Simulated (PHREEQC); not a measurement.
Synthetic water in mg/L, 25 °C, pH 2.63, pe 12.8: Na 35.1; K 18.2; Ca 830; Mg 41; Cl 383; S(6) as SO4 1990; N(5) as NO3 0.38; Li 1.49; Zn 16.7.

Valence states are taken as typed.

The numbers come from PHREEQC with the ion-association model, wateq4f.dat.

Precipitation was switched off in this run.

### Question
Order these Zn species by the share of Zn that they hold, largest first: ZnCl+, Zn+2, Zn(SO4)2-2, ZnSO4.

### Answer
Zn+2 (62 %), ZnSO4 (34 %), Zn(SO4)2-2 (3.4 %), ZnCl+ (0.82 %)

The pH is 2.63 and the ionic strength 0.0638 mol/kgw. Saturation is exceeded, for instance for Gypsum; the values hold only as long as no solid forms. Complexes and solids missing from the database can't appear.
